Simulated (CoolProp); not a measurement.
Saturation properties of n-pentane (Tc = 196.5 °C, pc = 3.368 MPa, ω = 0.251).

Values from CoolProp's reference Helmholtz-energy equation of state, Thol 2019.

```csv
T (°C),p (MPa),vapour Z,surface tension (mN/m),liquid conductivity (mW/(m K))
-5.25,0.01915,0.9869,18.8,123
1.15,0.02576,0.9837,18.1,121
7.45,0.03397,0.9800,17.4,119
13.75,0.04417,0.9758,16.7,116
20.05,0.05668,0.9710,16.0,114
26.45,0.07211,0.9655,15.3,111
32.75,0.09038,0.9594,14.6,109
39.05,0.1121,0.9527,13.9,107
45.35,0.1377,0.9453,13.2,105
51.75,0.1681,0.9370,12.5,102
58.05,0.2028,0.9282,11.9,100
64.35,0.2428,0.9185,11.2,98.2
```

It boils at 36.1 °C under 1 atm.

Thermal conductivity comes from a separate model (Vassiliou 2015). Surface tension comes from a separate correlation (Mulero 2012).
